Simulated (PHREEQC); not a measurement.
Brine: speciation

Make-up at 25 °C and 500 atm: 0.71 mol/kgw LiCl, 0.045 mol/kgw MnCl2 and 0.21 mol/kgw MgCl2. Closed to the air; pH follows from the charge balance.

Equilibrium calculation in PHREEQC: ion-association model, phreeqc.dat.

No solid was allowed to form.

### Question
What pH, activity of water, density does the model give?

### Answer
pH 6.18; activity of water 0.963; density 1.054 g/cm³.

### Question
In which forms is Mn present?

### Answer
MnCl+ 49 %, Mn+2 47 %, MnCl3- 2.5 %, MnCl2 1.8 % of the Mn.

The ionic strength is past about 0.7 mol/kgw, beyond the range of this activity model, so the values are rough. Under pressure, the constants of complexes without a molar volume in the database are unreliable.
